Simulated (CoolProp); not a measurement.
Vapour-liquid equilibrium of toluene (1) + n-octane (2) at 20.9 kPa; x and y are mole fractions of (1).

Values from CoolProp's multi-fluid Helmholtz-energy mixture model, Lemmon 2006 and Beckmüller 2019; pair parameters Bell 2016.

```csv
x,"bubble temperature, mixture model (K)","bubble temperature, Raoult's law (K)","y, mixture model","y, Raoult's law"
0.05,348.6,349.3,0.104,0.081
0.2,344.8,346.8,0.343,0.298
0.35,341.9,344.5,0.510,0.479
0.5,339.9,342.4,0.637,0.632
0.65,338.4,340.4,0.744,0.762
0.8,337.2,338.5,0.847,0.874
0.95,336.4,336.8,0.958,0.971
```

The largest gap from Raoult's law is -2.6 K in bubble temperature, at x = 0.35. No azeotrope shows between x = 0.05 and 0.95.

Pair parameters are fitted to limited data, so mixtures are less certain than the pure fluids.
